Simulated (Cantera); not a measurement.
Input: 1 mol Cu2O, 5 mol CO, 5.7 mol N2, held at 752 °C.

Equilibrium computed with Cantera from the NASA thermochemical tables; the gas is ideal and each condensed phase is pure. Candidate condensed phases: C, Cu, CuO, Cu2O; 27 gas species. Equilibrium is a limit: real reactors are often held back by kinetics, nucleation or transport.

Question: Which condensed phases are stable at each of these points (P (Pa)): 10, 100, 1000, 10000, 100000, 1000000?

Answer: 
```csv
P (Pa),condensed phases,Cu condensed (%)
10,Cu(s),100.0
100,Cu(s),100.0
1000,Cu(s),100.0
10000,Cu(s),100.0
100000,Cu(s),100.0
1000000,C(graphite) + Cu(s),100.0
```

From 0.000100 bar to 1.00 bar the condensed part is Cu(s). At 10.0 bar the condensed part is C(graphite) + Cu(s).
